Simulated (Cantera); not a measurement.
A perfectly stirred reactor is fed with CH4 : CO2 : H2 = 1 : 0.71 : 0.2 (molar parts), at 760 Torr; it is held at 2200 K, and followed from long to short residence time.

Detailed kinetics in Cantera: GRI-Mech 3.0 (53 species, 325 reactions).

Q: Predict: x(CH4) at τ = 0.500 s; x(CO2) at τ = 0.500 s; x(H2) at τ = 0.500 s; x(CH2CO) at τ = 0.500 s; x(CH4) at τ = 5.20 ms; x(CO2) at τ = 5.20 ms; x(H2) at τ = 5.20 ms; x(CH2CO) at τ = 5.20 ms.

A: 
```json
{
 "x(CH4) at τ = 0.500 s": "0.00180",
 "x(CO2) at τ = 0.500 s": "0.000356",
 "x(H2) at τ = 0.500 s": "0.560",
 "x(CH2CO) at τ = 0.500 s": "1.91e-6",
 "x(CH4) at τ = 5.20 ms": "0.0153",
 "x(CO2) at τ = 5.20 ms": "0.0136",
 "x(H2) at τ = 5.20 ms": "0.484",
 "x(CH2CO) at τ = 5.20 ms": "5.47e-5"
}
```
